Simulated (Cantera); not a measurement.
Cantera run:

```python
import numpy as np
import cantera as ct

gas_names = """
    CL CL2 H HCL H2 Si SiCL SiCL2 SiCL3 SiCL4 SiH SiHCL3 SiH2 SiH2CL2 SiH3 SiH3CL SiH4 Si2 Si3
""".split()
cond_names = """
    Si(cr) Si(L)
""".split()


# ... load() reads the species with a 1 bar reference pressure and builds the phases ...
atoms = {
    'SiHCl3': {'Si': 1, 'H': 1, 'CL': 3},
    'H2': {'H': 2},
}
top_T = {}  # K; cautious upper limits of use, not melting points


# ... equilibrate(T, P, feed) seeds the gas with the atoms and calls Mixture.equilibrate('TP', solver="vcs", rtol=1e-11, max_steps=5000) ...
results = []
feed = {'SiHCl3': 1, 'H2': 210}  # mol
P = 3600  # Pa
for T in [1248, 1298, 1348, 1398, 1448, 1498, 1548, 1598, 1648, 1698, 1748, 1798, 1848]:
    mix = equilibrate(T, P, feed)
    results.append((T, P, feed, dict(zip(mix.species_names, mix.species_moles))))

top = {s: max(r[3][s] / sum(r[3][g] for g in gas_names) for r in results) for s in gas_names}
cols = sorted((s for s in top if top[s] > 1e-05), key=lambda s: -top[s])[:8]
seen = [c for c in cond_names if any(r[3].get(c, 0) > 1e-12 for r in results)]
print("log10 of partial pressures in bar; condensed amounts in mol")
print(f"{'T/K':>10s}" + "".join(f"{s[:9]:>10s}" for s in cols + seen))
for T, P, feed, n in results:
    ng = sum(n[g] for g in gas_names)
    print(f"{T:10.4g}" + "".join(f"{np.log10(max(n[s] / ng * P / 1e5, 1e-99)):10.3f}" for s in cols)
          + "".join(f"{n.get(c, 0):10.4g}" for c in seen))
```

Result:

```
log10 of partial pressures in bar; condensed amounts in mol
       T/K        H2       HCL         H     SiCL2        Si      SiH2       SiH      SiCL    Si(cr)     Si(L)
      1248    -1.450    -3.325    -7.056    -4.802   -11.110    -8.970   -10.788    -9.729    0.8966         0
      1298    -1.450    -3.325    -6.695    -4.776   -10.391    -8.581   -10.192    -9.266    0.8955         0
      1348    -1.450    -3.326    -6.361    -4.753    -9.726    -8.221    -9.642    -8.838    0.8926         0
      1398    -1.450    -3.327    -6.050    -4.734    -9.108    -7.887    -9.131    -8.442    0.8891         0
      1448    -1.450    -3.328    -5.760    -4.717    -8.534    -7.576    -8.656    -8.074    0.8853         0
      1498    -1.450    -3.329    -5.490    -4.702    -7.998    -7.285    -8.213    -7.732    0.8814         0
      1548    -1.450    -3.330    -5.236    -4.688    -7.498    -7.014    -7.800    -7.412    0.8773         0
      1598    -1.450    -3.331    -4.999    -4.675    -7.029    -6.760    -7.413    -7.112    0.8728         0
      1648    -1.450    -3.332    -4.775    -4.664    -6.589    -6.522    -7.049    -6.832    0.8672         0
      1698    -1.450    -3.333    -4.565    -4.660    -6.183    -6.305    -6.715    -6.575         0    0.8612
      1748    -1.450    -3.331    -4.366    -4.688    -5.837    -6.138    -6.438    -6.367         0    0.8613
      1798    -1.451    -3.329    -4.179    -4.716    -5.511    -5.981    -6.176    -6.172         0    0.8538
      1848    -1.451    -3.328    -4.001    -4.742    -5.203    -5.832    -5.929    -5.988         0    0.8337
```

Cantera equilibrium calculation (NASA polynomials, part measured and part estimated; ideal gas, pure solids and liquids). The tables' values for SiCl, SiCl3 are old estimates; treat these amounts as uncertain. Gases not in the tables: Si2H6 and higher silanes.
